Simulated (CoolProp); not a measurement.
Model: reference Helmholtz-energy equation of state, Schroeder 2014, in CoolProp.

Question: For ethanol, give the phase and the cp (kJ/(kg K)), speed of sound (m/s), Joule-Thomson coefficient (K/MPa), viscosity (µPa s) at 313.4 K and 1.01 bar; 360.4 K and 1.01 bar.

Answer: 
- 313.4 K and 1.01 bar: liquid; cp 2.56, speed of sound 1090, Joule-Thomson coefficient -0.325, viscosity 816
- 360.4 K and 1.01 bar: gas; cp 1.73, speed of sound 266, Joule-Thomson coefficient 54.3, viscosity 10.7

Viscosity comes from a separate model (Kiselev 2005).
